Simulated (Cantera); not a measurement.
Thermodynamics of carbon deposition, reforming and gasification, feed C3H6 + H2O + N2

A closed system holds: 1 mol C3H6, a varied amount of H2O, 45 mol N2, held at 575 K and 27000 Torr.

Method: chemical equilibrium by Gibbs-energy minimisation in Cantera with the NASA 1993 tables (ideal gas, pure condensed phases). Candidate condensed phases: C, C6H6, C7H8, C8H18, H2O; 136 gas species. The ideal-gas law is rough above about 30 bar. Kinetics and transport are ignored.

From 0.39 mol H2O to 3.3 mol H2O the condensed part is C(graphite). The main C-bearing gas is CH4 throughout. The share of C in condensed phases is highest at 0.39 mol H2O (51.2 %) and lowest at 3.3 mol H2O (25.6 %).

| n(H2O) (mol) | x N2 | x H2O | x CH4 | x CO2 | x H2 | n C(graphite) |
|---|---|---|---|---|---|---|
| 0.39 | 0.959 | 0.00784 | 0.0310 | 0.000232 | 0.00211 | 1.54 |
| 0.47 | 0.957 | 0.00934 | 0.0310 | 0.000329 | 0.00211 | 1.53 |
| 0.57 | 0.955 | 0.0112 | 0.0311 | 0.000469 | 0.00211 | 1.51 |
| 0.7 | 0.952 | 0.0135 | 0.0312 | 0.000679 | 0.00211 | 1.49 |
| 0.85 | 0.949 | 0.0160 | 0.0314 | 0.000957 | 0.00212 | 1.47 |
| 1 | 0.946 | 0.0185 | 0.0316 | 0.00127 | 0.00213 | 1.44 |
| 1.3 | 0.940 | 0.0232 | 0.0321 | 0.00197 | 0.00214 | 1.37 |
| 1.5 | 0.936 | 0.0262 | 0.0325 | 0.00248 | 0.00216 | 1.32 |
| 1.9 | 0.929 | 0.0320 | 0.0333 | 0.00360 | 0.00218 | 1.21 |
| 2.3 | 0.921 | 0.0375 | 0.0342 | 0.00480 | 0.00221 | 1.09 |
| 2.8 | 0.912 | 0.0440 | 0.0355 | 0.00638 | 0.00225 | 0.934 |
| 3.3 | 0.903 | 0.0502 | 0.0368 | 0.00801 | 0.00229 | 0.767 |
x: gas mole fraction; n: condensed amount in mol.
